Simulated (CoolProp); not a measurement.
Ethylbenzene at several states: fugacity coefficient from the reference equation and from simpler models built on Tc = 617.1 K, pc = 3.622 MPa, ω = 0.304; each cubic takes its own stable root.

Computed with CoolProp (reference Helmholtz-energy equation of state, Zhou 2012).

```csv
T (K),p (MPa),phase,reference
593.2,0.611,gas,0.9319
451.4,0.0877,gas,0.9745
276.5,0.114,liquid,0.002905
369.1,0.0371,liquid,0.7910
418.7,0.121,gas,0.9535
```

Question: How far does each simpler model (Redlich-Kwong, Peng-Robinson) lie from the reference over these 5 states: mean and median of the absolute difference, and the worst?

Answer: 
- Redlich-Kwong: mean 79.9 %, median 1.4 %, worst +372.6 % at 276.5 K and 0.114 MPa
- Peng-Robinson: mean 3.0 %, median 0.7 %, worst +12.2 % at 276.5 K and 0.114 MPa

At some of these states Redlich-Kwong gives the other phase, because its saturation line lies elsewhere.
